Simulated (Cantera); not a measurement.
Feed: 1 mol TEOS, 0.85 mol H₂O, held at 0.220 bar.

Equilibrium computed with Cantera from the NASA thermochemical tables; the gas is ideal and each condensed phase is pure. Candidate condensed phases: C, C₆H₆, C₇H₈, C₈H₁₈, H₂O, Si, SiC, SiO₂; 123 gas species. The feed counts by its element totals alone. The tables hold silica as quartz up to 1696 K and as liquid above; real silica turns to tridymite and cristobalite and melts near 1996 K. Rates play no part.

### Question
At 1448 K, list the 7 most abundant gas species with their mole fractions, and the condensed phases.

### Answer
H₂ 0.791, CO 0.208, CH₄ 0.000460, H₂O 9.18e-5, H 1.75e-5, SiO 1.41e-5, CO₂ 1.02e-5. Condensed: C(graphite) + SiO₂(β-quartz).
